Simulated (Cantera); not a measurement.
A closed system holds: 1 mol SiH4, 0.12 mol C2H4, 81 mol H2, held at 1925 K and 0.0440 bar.

Equilibrium computed with Cantera from the NASA thermochemical tables; the gas is ideal and each condensed phase is pure. Candidate condensed phases: C, C6H6, C7H8, C8H18, Si, SiC; 87 gas species. Mutual solubility and eutectic melting of coexisting phases are not modelled. Gases not in the tables: Si2H6 and higher silanes. Rates play no part.

Problem. What is the equilibrium state?

Solution. 
```json
{
 "x(H2)": "0.995",
 "x(H)": "0.00455",
 "x(Si)": "0.000395",
 "x(SiH2)": "6.78e-5",
 "x(SiH)": "6.74e-5",
 "x(Si2C)": "7.79e-6",
 "x(Si2)": "3.40e-6",
 "n(Si(l))": "0.715 mol",
 "n(SiC(s))": "0.239 mol",
 "gas_amount": "83.47 mol",
 "log10 activity of C(graphite) (absent)": "-1.39"
}
```
